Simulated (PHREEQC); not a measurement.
**Buffer**

Consider water at 25 °C with 26 mmol/kgw H3PO4, 45 mmol/kgw Na2SO4 and 100 mmol/kgw KCl. Closed to the air; pH follows from the charge balance.

Equilibrium calculation in PHREEQC: ion-association model, phreeqc.dat.

Precipitation was switched off in this run.

Task: Estimate the pH, ionic strength, density.

Result: pH 2.18; ionic strength 0.219 mol/kgw; density 1.009 g/cm³.

Task: In which forms is P present?

Result: H2PO4- 59 %, H3PO4 41 % of the P.

Species that the database lacks are ignored.
